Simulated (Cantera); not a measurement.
Charge: 1 mol (CH3)2SiCl2, 0.37 mol C3H8, 300 mol H2, at 1175 K and 0.00830 bar.

Method: chemical equilibrium by Gibbs-energy minimisation in Cantera with the NASA 1993 tables (ideal gas, pure condensed phases). Candidate condensed phases: C, C6H6, C7H8, C8H18, Si, SiC; 109 gas species. The feed counts by its element totals alone. Equilibrium is a limit: real reactors are often held back by kinetics, nucleation or transport.

Task: What is the equilibrium state?

Result: 
```
Quantity                              Value
--------------------------------  ---------
x(H2)                                 0.993
x(HCl)                              0.00655
x(CH4)                             0.000157
x(H)                                1.34e-6
n(C(graphite))                     2.06 mol
n(SiC(s))                         1.000 mol
gas amount                        305.4 mol
log10 activity of Si(s) (absent)      -2.84
```
